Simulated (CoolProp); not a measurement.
Vapour-liquid equilibrium of R22 (1) + R142b (2) at 275.4 K; x and y are mole fractions of (1).

Values from CoolProp's multi-fluid Helmholtz-energy mixture model, Kamei 1995 and Lemmon 2006; pair parameters Bell 2016.

Task: Give the bubble pressure and the first vapour's composition at x = 0.575, 0.725, 0.8. Is there an azeotrope?

Result: x = 0.575: 0.3590 MPa, y = 0.801; x = 0.725: 0.4186 MPa, y = 0.890; x = 0.8: 0.4497 MPa, y = 0.926. No azeotrope shows between x = 0.05 and 0.95.

Pair parameters are fitted to limited data, so mixtures are less certain than the pure fluids.
